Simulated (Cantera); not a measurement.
Input (Python, Cantera) and output of one run.

```python
import numpy as np
import cantera as ct

gas_names = """
    CL CL2 H HCL H2 N NH NH2 NH3 N2 N2H2 N2H4 Si SiCL SiCL2 SiCL3 SiCL4 SiH SiHCL3 SiH2 SiH2CL2 SiH3
    SiH3CL SiH4 SiN Si2 Si2N Si3
""".split()
cond_names = """
    NH4CL(a) NH4CL(b) Si(cr) Si(L) Si3N4(a)
""".split()


# ... load() reads the species with a 1 bar reference pressure and builds the phases ...
atoms = {
    'SiCl4': {'Si': 1, 'CL': 4},
    'NH3': {'N': 1, 'H': 3},
}
top_T = {'Si3N4(a)': 2400}  # K; cautious upper limits of use, not melting points


# ... equilibrate(T, P, feed) seeds the gas with the atoms and calls Mixture.equilibrate('TP', solver="vcs", rtol=1e-11, max_steps=5000) ...
results = []
feed = {'SiCl4': 1, 'NH3': 45}  # mol
T = 973  # K
P = 350  # Pa
mix = equilibrate(T, P, feed)
results.append((T, P, feed, dict(zip(mix.species_names, mix.species_moles))))
x = sorted(zip(gas.X, gas.species_names), reverse=True)
print(f"T = {T:g} K  P = {P:g} Pa  gas = {mix.phase_moles(0):.4g} mol")
print("   x: " + "  ".join(f"{s} {v:.3e}" for v, s in x if v > 1e-05))
print("   condensed (mol): " + ("  ".join(f"{mix.phase(i).name} {mix.phase_moles(i):.4g}"
      for i in range(1, mix.n_phases) if mix.phase_moles(i) > 1e-12) or "none"))
```

Output:

```
T = 973 K  P = 350 Pa  gas = 91.33 mol
   x: H2 7.172e-01  N2 2.391e-01  HCL 4.379e-02
   condensed (mol): Si3N4(a) 0.3333
```

These are equilibrium values from Cantera (NASA tables, ideal gas, pure condensed phases), not measurements of a reactor.
